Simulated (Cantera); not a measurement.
Mixture: C3H8 : O2 : N2 = 1 : 4.55 : 29.5 (molar parts), at 0.500 bar, adiabatic and at constant volume. Ignition delay is the time to a rise of 400 K.

Model: GRI-Mech 3.0 (53 species, 325 reactions), integrated in Cantera. GRI-Mech 3.0 was tuned for natural gas; its chemistry of propane as a main component is partial and can be far from experiment.

**Question.** What does this change do: pressure from 0.500 bar to 0.320 bar?

**Answer.** 
```json
[
 {"quantity": "delay at 1275 K", "before": "2.73 ms", "after": "3.37 ms"},
 {"quantity": "delay at 1375 K", "before": "0.604 ms", "after": "0.775 ms"},
 {"quantity": "delay at 1475 K", "before": "0.195 ms", "after": "0.262 ms"},
 {"quantity": "delay at 1575 K", "before": "85.3 µs", "after": "0.119 ms"},
 {"quantity": "delay at 1675 K", "before": "46.3 µs", "after": "66.3 µs"},
 {"quantity": "delay at 1775 K", "before": "29.1 µs", "after": "42.4 µs"},
 {"quantity": "delay at 1875 K", "before": "20.2 µs", "after": "29.8 µs"},
 {"quantity": "apparent activation energy between 1675 and 1875 K", "before": "110 kJ/mol", "after": "100 kJ/mol"}
]
```
